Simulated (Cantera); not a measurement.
Feed: 1 mol Fe2O3, 0.12 mol O2, 27 mol N2, at 1600 K and 1.00 bar.

Method: chemical equilibrium by Gibbs-energy minimisation in Cantera with the NASA 1993 tables (ideal gas, pure condensed phases). Candidate condensed phases: Fe, FeO, Fe2O3, Fe3O4; 11 gas species. Equilibrium is a limit: real reactors are often held back by kinetics, nucleation or transport.

Base state: N2 0.989, O2 0.0103, NO 0.000479 (mole fractions); condensed: Fe3O4(s).

**Question.** What changes in the equilibrium state with this change: 1.4 mol H2S added?

**Answer.** 
```json
[
 {"species": "N2", "before": "0.989", "after": "0.932"},
 {"species": "H2O", "before": "0", "after": "0.0394"},
 {"species": "SO2", "before": "0", "after": "0.0110"},
 {"species": "O2", "before": "0.0103", "after": "1.27e-9"},
 {"species": "S2", "before": "0", "after": "0.00785"},
 {"species": "H2", "before": "0", "after": "0.00734"},
 {"species": "Fe3O4(s), mol", "before": "0.667", "after": "0"},
 {"species": "FeO(s), mol", "before": "0", "after": "1.44"},
 {"species": "FeS(l), mol", "before": "0", "after": "0.556"}
]
```
Metal and sulfide melt together well below either melting point, which pure phases cannot show. Mutual solubility and eutectic melting of coexisting phases are not modelled. The tables' stoichiometric FeO is somewhat more stable than real wüstite, so its field is too wide. FeO, FeS: taken at fixed stoichiometry. Further candidate phases: Fe(OH)2, Fe(OH)3, FeS, FeSO4, FeS2, Fe2(SO4)3, H2O, H2SO4, S.
